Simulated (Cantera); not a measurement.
Charge: 1 mol SiCl₄, 1.4 mol Cl₂, 0.44 mol H₂, equilibrated at 16.0 bar.

Method: chemical equilibrium by Gibbs-energy minimisation in Cantera with the NASA 1993 tables (ideal gas, pure condensed phases). Candidate condensed phases: Si; 19 gas species. The numbers say what is thermodynamically allowed, not how fast it happens. All values below are at 1027 °C.

Base state: SiCl₄ 0.352, Cl₂ 0.337, HCl 0.310, Cl 0.00180 (mole fractions); condensed: gas only.

Task: What changes in the equilibrium state with this change: pressure from 16.0 bar to 0.133 bar?

Result: 
```tsv
species	before	after
SiCl₄	0.352	0.349
Cl₂	0.337	0.325
HCl	0.310	0.307
Cl	0.00180	0.0194
```
